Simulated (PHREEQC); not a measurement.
**Brine (model solution)**

Consider water at 25 °C with 0.765 mol/kgw MgCl2 and 0.22 mol/kgw CaCl2. It is in equilibrium with CO2 at log p = -3.4 (atm). Otherwise closed; pH follows from the charge balance.

The numbers come from PHREEQC with the Pitzer model, pitzer.dat.

```yaml
pH: 5.35
ionic_strength: 2.96 mol/kgw
activity_of_water: 0.944
density: 1.072 g/cm³
osmotic_coefficient: 1.088
```

| species | molality | activity | log γ |
|---|---|---|---|
| Cl- | 1.97 | 1.12 | -0.244 |
| Mg+2 | 0.765 | 0.400 | -0.282 |
| Ca+2 | 0.220 | 0.0939 | -0.370 |
| CO2 | 9.63e-6 | 1.36e-5 | 0.148 |
| H+ | 2.87e-6 | 4.49e-6 | 0.195 |
| HCO3- | 2.70e-6 | 1.30e-6 | -0.318 |
| MgOH+ | 1.30e-7 | 1.30e-7 | 0.002 |
| OH- | 1.61e-8 | 2.13e-9 | -0.878 |
| CO3-2 | 5.21e-9 | 1.32e-11 | -2.596 |
| MgCO3 | 4.48e-9 | 4.48e-9 | 0.000 |

No solid was allowed to form. Complexes and solids missing from the database can't appear. In brines, pH and single-ion activities rest on the MacInnes convention.
